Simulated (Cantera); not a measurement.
## Premixed flame

A freely propagating, adiabatic, planar premixed flame of 6.64 % CH4, 6.64 % H2, 18.3 % O2, 68.4 % N2, equivalence ratio 0.91, unburnt at 375 K and 0.470 bar; multicomponent transport, grid criteria slope 0.08 and curve 0.16, no radiation.

Computed with Cantera and GRI-Mech 3.0 (53 species, 325 reactions). Burning velocities carry a grid error of a few per cent, more on coarse grids.

| z (mm) | T (K) | u (m/s) | x CH4 | x H2 | x O2 | x CH2 | x NO2 | x C2H2 |
|---|---|---|---|---|---|---|---|---|
| -1.94 | 375 | 0.993 | 0.0665 | 0.0662 | 0.183 | <1e-8 | <1e-8 | <1e-8 |
| -1.30 | 375 | 0.993 | 0.0665 | 0.0655 | 0.183 | <1e-8 | <1e-8 | <1e-8 |
| -0.972 | 376 | 0.995 | 0.0666 | 0.0640 | 0.183 | <1e-8 | <1e-8 | <1e-8 |
| -0.648 | 395 | 1.04 | 0.0664 | 0.0597 | 0.183 | <1e-8 | <1e-8 | 2.81e-8 |
| -0.324 | 702 | 1.84 | 0.0558 | 0.0486 | 0.166 | 2.44e-7 | <1e-8 | 1.70e-6 |
| -0.162 | 1112 | 2.94 | 0.0352 | 0.0415 | 0.133 | 4.35e-6 | <1e-8 | 7.87e-6 |
| 0 | 1523 | 4.05 | 0.0100 | 0.0324 | 0.0850 | 2.83e-5 | <1e-8 | 2.12e-5 |
| 0.162 | 1702 | 4.54 | 0.000981 | 0.0218 | 0.0534 | 9.07e-6 | <1e-8 | 5.85e-6 |
| 0.324 | 1753 | 4.67 | 5.12e-5 | 0.0165 | 0.0414 | 6.22e-7 | <1e-8 | 2.46e-7 |
| 0.648 | 1808 | 4.79 | 1.68e-7 | 0.0147 | 0.0350 | <1e-8 | <1e-8 | <1e-8 |
| 1.30 | 1878 | 4.95 | <1e-8 | 0.0138 | 0.0317 | <1e-8 | <1e-8 | <1e-8 |
| 2.59 | 1962 | 5.14 | <1e-8 | 0.0118 | 0.0290 | <1e-8 | <1e-8 | <1e-8 |
| 5.19 | 2047 | 5.33 | <1e-8 | 0.00902 | 0.0262 | <1e-8 | <1e-8 | <1e-8 |
x: mole fraction of selected species; z is measured from the peak of heat release.

```json
{
 "laminar_burning_velocity": "99.3 cm/s",
 "thermal_thickness": "0.648 mm",
 "peak x(CH2)": "2.87e-5",
 "peak x(C2H2)": "2.12e-5",
 "grid_points": "153"
}
```
